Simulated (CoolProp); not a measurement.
Vapour-liquid equilibrium of n-decane (1) + n-dodecane (2) at 133.75 °C; x and y are mole fractions of (1).

Computed with CoolProp (multi-fluid Helmholtz-energy mixture model, Lemmon 2006 and Lemmon 2004; pair parameters Bell 2016).

| x | bubble pressure, mixture model (MPa) | bubble pressure, Raoult's law (MPa) | y, mixture model | y, Raoult's law |
|---|---|---|---|---|
| 0.05 | (withheld) | 0.009655 | 0.159 | 0.166 |
| 0.15 | 0.01190 | 0.01201 | (withheld) | 0.400 |
| 0.25 | (withheld) | 0.01436 | 0.552 | 0.557 |
| 0.35 | 0.01666 | 0.01671 | 0.667 | 0.670 |
| 0.45 | 0.01905 | 0.01906 | 0.753 | 0.755 |
| 0.55 | 0.02143 | 0.02141 | 0.820 | 0.822 |
| 0.65 | 0.02379 | 0.02376 | 0.873 | 0.875 |
| 0.75 | 0.02614 | 0.02611 | (withheld) | 0.919 |
| 0.85 | 0.02847 | 0.02846 | 0.954 | 0.955 |
| 0.95 | 0.03081 | 0.03081 | 0.985 | 0.986 |

Q: Some entries are withheld; supply them.

A: 
- 0.05, bubble pressure, mixture model (MPa): 0.009597
- 0.15, y, mixture model: 0.393
- 0.25, bubble pressure, mixture model (MPa): 0.01427
- 0.75, y, mixture model: 0.917

The largest gap from Raoult's law is -0.9 % in bubble pressure, at x = 0.15. No azeotrope shows between x = 0.05 and 0.95.

The pair parameters rest on a limited set of measurements; away from them the model extrapolates.
